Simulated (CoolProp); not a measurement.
Vapour pressure (MPa) of n-pentane: the reference equation beside estimates from Tc = 469.7 K, pc = 3.368 MPa, ω = 0.251. Clausius-Clapeyron is anchored at 279.4 K with a constant enthalpy of vaporisation of 27.45 kJ/mol.

Values from CoolProp's reference Helmholtz-energy equation of state, Thol 2019.

```json
[
 {"T (K)": "269.8", "reference": "___", "Clausius-Clapeyron": "0.02119", "Peng-Robinson": "0.02117"},
 {"T (K)": "279.4", "reference": "0.03227", "Clausius-Clapeyron": "0.03227", "Peng-Robinson": "0.03246"},
 {"T (K)": "288.9", "reference": "0.04787", "Clausius-Clapeyron": "0.04758", "Peng-Robinson": "0.04800"},
 {"T (K)": "298.4", "reference": "0.06899", "Clausius-Clapeyron": "0.06846", "Peng-Robinson": "0.06899"},
 {"T (K)": "308", "reference": "0.09721", "Clausius-Clapeyron": "___", "Peng-Robinson": "___"},
 {"T (K)": "317.5", "reference": "___", "Clausius-Clapeyron": "0.1332", "Peng-Robinson": "0.1329"},
 {"T (K)": "327", "reference": "0.1791", "Clausius-Clapeyron": "0.1801", "Peng-Robinson": "0.1784"},
 {"T (K)": "336.6", "reference": "0.2367", "Clausius-Clapeyron": "___", "Peng-Robinson": "0.2358"},
 {"T (K)": "346.1", "reference": "0.3068", "Clausius-Clapeyron": "0.3145", "Peng-Robinson": "___"}
]
```

Question: Fill in the missing entries.

Answer: 
- 269.8, reference: 0.02095
- 308, Clausius-Clapeyron: 0.09665
- 308, Peng-Robinson: 0.09703
- 317.5, reference: 0.1333
- 336.6, Clausius-Clapeyron: 0.2402
- 346.1, Peng-Robinson: 0.3056

Absolute difference from the reference over all 9 rows, mean and median: Clausius-Clapeyron 0.9 and 0.6 %, Peng-Robinson 0.4 and 0.4 %.
